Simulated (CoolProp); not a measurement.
Hydrogen chloride at 255.14 K and 0.977 MPa is throttled through a valve to 0.41 MPa with no heat exchange. Each further row changes one setting.

Values from CoolProp's reference Helmholtz-energy equation of state, Thol 2018.

| case | temperature change (K) | final density (kg/m³) |
|---|---|---|
| as stated | [?] | [?] |
| outlet pressure 0.123 MPa | [?] | [?] |
| outlet pressure 0.533 MPa | [?] | [?] |

Q: What belongs in the gaps?

A: 
- as stated, temperature change (K): -13.9
- as stated, final density (kg/m³): 7.85
- outlet pressure 0.123 MPa, temperature change (K): -22.1
- outlet pressure 0.123 MPa, final density (kg/m³): 2.35
- outlet pressure 0.533 MPa, temperature change (K): -10.7
- outlet pressure 0.533 MPa, final density (kg/m³): 10.2
